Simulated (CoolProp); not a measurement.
A single-stage vapour-compression cycle with the fluid: evaporating at 301.15 K (dew point), condensing at 338.15 K (bubble point), superheat 8 K, subcooling 8 K, compressor efficiency 0.7, no pressure losses. The same conditions are run with several fluids, on thermodynamics alone (safety and materials aside).

The numbers come from the reference Helmholtz-energy equation of state of each fluid (propane: Lemmon 2009; hydrogen sulfide: Lemmon 2006; ammonia: Gao 2020; trans-2-butene: Lemmon 2005; R1233zd(E): Akasaka 2022; tetrahydrofuran: Fiedler 2023) in CoolProp.

Q: Rank propane, hydrogen sulfide, ammonia, trans-2-butene, R1233zd(E), tetrahydrofuran by cooling COP, highest first.

A: tetrahydrofuran (5.38), R1233zd(E) (5.20), trans-2-butene (5.16), ammonia (4.91), propane (4.64), hydrogen sulfide (4.53)

```json
[
 {"fluid": "propane", "pressure ratio": "2.28", "discharge temperature (K)": "355.3", "refrigerating effect (kJ/kg)": "262", "volumetric capacity (kJ/m³)": "5560"},
 {"fluid": "hydrogen sulfide", "pressure ratio": "2.21", "discharge temperature (K)": "396.6", "refrigerating effect (kJ/kg)": "352", "volumetric capacity (kJ/m³)": "12200"},
 {"fluid": "ammonia", "pressure ratio": "2.68", "discharge temperature (K)": "408.5", "refrigerating effect (kJ/kg)": "1030", "volumetric capacity (kJ/m³)": "8450"},
 {"fluid": "trans-2-butene", "pressure ratio": "2.74", "discharge temperature (K)": "353.1", "refrigerating effect (kJ/kg)": "321", "volumetric capacity (kJ/m³)": "1940"},
 {"fluid": "R1233zd(E)", "pressure ratio": "3.10", "discharge temperature (K)": "351.7", "refrigerating effect (kJ/kg)": "160", "volumetric capacity (kJ/m³)": "1240"},
 {"fluid": "tetrahydrofuran", "pressure ratio": "3.99", "discharge temperature (K)": "370.8", "refrigerating effect (kJ/kg)": "400", "volumetric capacity (kJ/m³)": "279"}
]
```
